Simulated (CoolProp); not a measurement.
Values from CoolProp's reference Helmholtz-energy equation of state, Akasaka 2023.

Task: For R1224YDZ, give the phase and the Z, cp (kJ/(kg K)), cv (kJ/(kg K)), expansivity (1/kK) at -74.45 °C and 6.12 bar; 28.65 °C and 6.12 bar.

Result: 
- -74.45 °C and 6.12 bar: liquid; Z 0.0342, cp 1.02, cv 0.702, expansivity 1.47
- 28.65 °C and 6.12 bar: liquid; Z 0.0268, cp 1.16, cv 0.819, expansivity 2.07
